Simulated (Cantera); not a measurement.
Charge: 1 mol FeS, 1.9 mol SO₃, 1.1 mol H₂O, equilibrated at 1250 K and 40000 Pa.

Equilibrium computed with Cantera from the NASA thermochemical tables; the gas is ideal and each condensed phase is pure. Candidate condensed phases: Fe, FeO, Fe(OH)₂, Fe(OH)₃, FeS, FeSO₄, FeS₂, Fe₂O₃, Fe₂(SO₄)₃, Fe₃O₄, H₂O, H₂SO₄, S; 22 gas species. Mutual solubility and eutectic melting of coexisting phases are not modelled. FeS: taken at fixed stoichiometry. Gases not in the tables: S₃ to S₇. The numbers say what is thermodynamically allowed, not how fast it happens.

Base state: SO₂ 0.637, H₂O 0.294, S₂ 0.0534, H₂S 0.00772, S₂O 0.00375, H₂ 0.00340, SO 0.000592, SH 6.63e-5 (mole fractions); condensed: FeS(s) + Fe₃O₄(s).

Question: What changes in the equilibrium state with this change: SO₃ from 1.9 to 0.34 mol?

Answer: 
| species | before | after |
|---|---|---|
| H₂O | 0.294 | 0.682 |
| SO₂ | 0.637 | 0.263 |
| S₂ | 0.0534 | 0.0263 |
| H₂ | 0.00340 | 0.0103 |
| H₂S | 0.00772 | 0.0164 |
| S₂O | 0.00375 | 0.00142 |
| SO | 0.000592 | 0.000319 |
| SH | 6.63e-5 | 8.10e-5 |
| FeS(s), mol | 0.157 | 0.819 |
| Fe₃O₄(s), mol | 0.281 | 0.0603 |

Question: What changes in the equilibrium state with this change: 1.5 mol O₂ added?

Answer: 
```tsv
species	before	after
SO₂	0.637	0.600
H₂O	0.294	0.237
O₂	<1e-9	0.138
S₂	0.0534	<1e-9
SO₃	3.31e-7	0.0246
H₂S	0.00772	<1e-9
S₂O	0.00375	<1e-9
H₂	0.00340	3.47e-8
SO	0.000592	7.05e-9
SH	6.63e-5	<1e-9
FeS(s), mol	0.157	0
Fe₃O₄(s), mol	0.281	0
Fe₂O₃(s), mol	0	0.500
```

Question: What changes in the equilibrium state with this change: H₂O from 1.1 to 2.4 mol?

Answer: 
| species | before | after |
|---|---|---|
| H₂O | 0.294 | 0.470 |
| SO₂ | 0.637 | 0.467 |
| S₂ | 0.0534 | 0.0416 |
| H₂S | 0.00772 | 0.0120 |
| H₂ | 0.00340 | 0.00599 |
| S₂O | 0.00375 | 0.00266 |
| SO | 0.000592 | 0.000476 |
| FeS(s), mol | 0.157 | 0.110 |
| Fe₃O₄(s), mol | 0.281 | 0.297 |
